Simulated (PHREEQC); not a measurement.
A solution holds 0.0058 mol/kgw H3PO4 and 0.00034 mol/kgw NaOH, at 27 °C. Closed to the air; pH follows from the charge balance.

Equilibrium calculation in PHREEQC: ion-association model, phreeqc.dat.

Each row changes one thing in this solution. Precipitation was switched off in this run.

```json
[
 {"case": "as made", "pH": "2.47", "ionic strength (mol/kgw)": "0.00393", "H2PO4- (mol/kgw)": "0.00393", "H3PO4 (mol/kgw)": "0.00187", "HPO4-2 (mol/kgw)": "8.95e-8"},
 {"case": "H3PO4 from 0.0058 to 0.00522 mol/kgw", "pH": "2.51", "ionic strength (mol/kgw)": "0.00363", "H2PO4- (mol/kgw)": "0.00363", "H3PO4 (mol/kgw)": "0.00159", "HPO4-2 (mol/kgw)": "8.93e-8"},
 {"case": "H3PO4 from 0.0058 to 0.0029 mol/kgw", "pH": "2.73", "ionic strength (mol/kgw)": "0.00229", "H2PO4- (mol/kgw)": "0.00229", "H3PO4 (mol/kgw)": "0.000609", "HPO4-2 (mol/kgw)": "9.06e-8"},
 {"case": "NaOH from 0.00034 to 6.8e-05 mol/kgw", "pH": "2.45", "ionic strength (mol/kgw)": "0.00386", "H2PO4- (mol/kgw)": "0.00386", "H3PO4 (mol/kgw)": "0.00194", "HPO4-2 (mol/kgw)": "8.30e-8"},
 {"case": "NaOH from 0.00034 to 0.00051 mol/kgw", "pH": "2.49", "ionic strength (mol/kgw)": "0.00398", "H2PO4- (mol/kgw)": "0.00398", "H3PO4 (mol/kgw)": "0.00182", "HPO4-2 (mol/kgw)": "9.39e-8"},
 {"case": "diluted 2-fold with water", "pH": "2.70", "ionic strength (mol/kgw)": "0.00226", "H2PO4- (mol/kgw)": "0.00226", "H3PO4 (mol/kgw)": "0.000642", "HPO4-2 (mol/kgw)": "8.34e-8"},
 {"case": "NaOH from 0.00034 to 0.0034 mol/kgw", "pH": "2.86", "ionic strength (mol/kgw)": "0.00487", "H2PO4- (mol/kgw)": "0.00487", "H3PO4 (mol/kgw)": "0.000933", "HPO4-2 (mol/kgw)": "2.78e-7"}
]
```
